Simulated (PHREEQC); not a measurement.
Dissolve 0.025 mol HF, 6.9e-05 mol KF and 0.001 mol H2SO4 per kg of water at 30 °C. Closed to the air; pH follows from the charge balance.

Equilibrium calculation in PHREEQC: ion-association model, wateq4f.dat.

```tsv
quantity	before	after
pH	2.35	2.78
ionic strength (mol/kgw)	0.00562	0.00193
HF (mol/kgw)	0.0199	0.00355
F- (mol/kgw)	0.00294	0.00137
H2F2 (mol/kgw)	0.000865	2.75e-5
SO4-2 (mol/kgw)	0.000722	0.000173
```

**Question.** Which change was made?
A) temperature from 30 to 80 °C
B) 0.018 mol/kgw Na2CO3 added
C) temperature from 30 to 45 °C
D) KF from 6.9e-05 to 0.00069 mol/kgw
E) diluted 5-fold with water

**Answer.** E, diluted 5-fold with water

No solid was allowed to form. wateq4f.dat counts part of the HF as a dimer, H2F2, which phreeqc.dat doesn't know; its constant is uncertain.
